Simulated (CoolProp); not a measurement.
Properties of carbon dioxide along the isotherm 314.1 K (Tc = 304.1 K, pc = 7377 kPa, ω = 0.224).

Values from CoolProp's reference Helmholtz-energy equation of state, Span 1996.

| p (kPa) | phase | expansivity (1/kK) | viscosity (µPa s) | Prandtl number |
|---|---|---|---|---|
| 2310 | gas | 4.552 | 16.0 | 0.851 |
| 4610 | gas | 7.317 | 16.8 | 1.02 |
| 6920 | gas | 16.08 | 18.9 | 1.49 |
| 9220 | supercritical | 85.17 | 35.1 | 5.59 |
| 11500 | supercritical | 18.28 | 55.2 | 2.81 |
| 13800 | supercritical | 11.23 | 63.9 | 2.29 |
| 16100 | supercritical | 8.554 | 70.1 | 2.07 |
| 18400 | supercritical | 7.094 | 75.2 | 1.95 |

Viscosity comes from a separate model (Laesecke 2017). Thermal conductivity comes from a separate model (Huber 2016).
